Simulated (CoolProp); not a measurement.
Properties of ethane along the isobar 9.85 bar.

Computed with CoolProp (reference Helmholtz-energy equation of state, Bücker 2006).

| T (K) | phase | density (kg/m³) | expansivity (1/kK) |
|---|---|---|---|
| 254.1 | gas | 16.22 | 6.189 |
| 263.6 | gas | 15.33 | 5.605 |
| 273.1 | gas | 14.57 | 5.149 |
| 282.6 | gas | 13.90 | 4.781 |
| 292.1 | gas | 13.30 | 4.475 |
| 301.7 | gas | 12.76 | 4.213 |
| 311.2 | gas | 12.27 | 3.990 |
| 320.7 | gas | 11.83 | 3.794 |
| 330.2 | gas | 11.42 | 3.621 |
| 339.7 | gas | 11.04 | 3.467 |
| 349.3 | gas | 10.69 | 3.326 |
| 358.8 | gas | 10.36 | 3.200 |
